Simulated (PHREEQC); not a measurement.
1.6 g of hydrous ferric oxide (600 m²/g; 0.2 weak and 0.005 strong sites per Fe, Dzombak-Morel constants, diffuse double layer) in 1 kg of water with 0.1 mol/kgw of an inert sodium salt and 0.00025 mol/kgw BaCl2, at 25 °C; the pH is set by adding NaOH or the inert anion's acid. O2 is buffered at 0.21 atm. The system is closed to CO2. Precipitation was switched off in this run.

Model: ion-association model, wateq4f.dat, run in PHREEQC.

Predict Ba sorbed (%), surface charge σ (C/m²), surface potential ψ (mV) at pH = 6, 7, 7.5, 10.


```tsv
pH	Ba sorbed (%)	surface charge σ (C/m²)	surface potential ψ (mV)
6	0.4	0.112	93
7	8.2	0.046	53
7.5	20.9	0.025	32
10	94.4	-0.081	-78
```

The oxide is taken as insoluble; below pH 4 it would dissolve.
